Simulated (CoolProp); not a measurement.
Vapour-liquid equilibrium of R13 (1) + R11 (2) at 181 kPa; x and y are mole fractions of (1).

Computed with CoolProp (multi-fluid Helmholtz-energy mixture model, Platzer 1990 and Jacobsen 1992; pair parameters Bell 2016). This equation is an older, rougher fit; its heat capacities, sound speeds and derivatives of the liquid may be far off and weren't checked against measurements.

**Question.** Give the bubble temperature and the first vapour's composition at x = 0.05, 0.45, 0.55. Is there an azeotrope?

**Answer.** x = 0.05: 273.8 K, y = 0.771; x = 0.45: 215.6 K, y = 0.994; x = 0.55: 212.7 K, y = 0.995. No azeotrope shows between x = 0.05 and 0.95.

The pair parameters rest on a limited set of measurements; away from them the model extrapolates. With so large a gap from Raoult's law the liquid may split in two, which this calculation doesn't test in full.
